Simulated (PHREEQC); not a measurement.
Model water analysis in mmol/kgw, 50 °C, pH 6.63, pe 10.8: Na 44.5; K 3.15; Ca 10.1; Mg 10.7; Cl 82.3; S(6) 3.84; Alkalinity (meq/kgw) 0.00727; Si 0.094.

Valence states are taken as typed.

Model: ion-association model, phreeqc.dat, run in PHREEQC.

| quantity | before | after |
|---|---|---|
| ionic strength (mol/kgw) | 0.107 | 0.107 |
| Mg+2 (mol/kgw) | 0.00962 | 0.00962 |
| Ca+2 (mol/kgw) | 0.00958 | 0.00958 |
| SO4-2 (mol/kgw) | 0.00204 | 0.00204 |
| MgSO4 (mol/kgw) | 0.00108 | 0.00108 |
| CaSO4 (mol/kgw) | 0.000514 | 0.000514 |
| SI of Quartz (SiO2) | -0.37 | -0.37 |
| SI of Gypsum (CaSO4:2H2O) | -0.98 | -0.98 |

Question: Name the change that produced these shifts.
A) Ca from 10.1 to 30.3 mmol/kgw
B) Na from 44.5 to 89 mmol/kgw
C) pH from 6.63 to 6.13 at the same alkalinity
D) all concentrations times 4 at the same typed pH

Answer: C, pH from 6.63 to 6.13 at the same alkalinity

Precipitation was switched off in this run. At this temperature some constants are extrapolated from 25 °C, and those without enthalpy data are left unchanged.
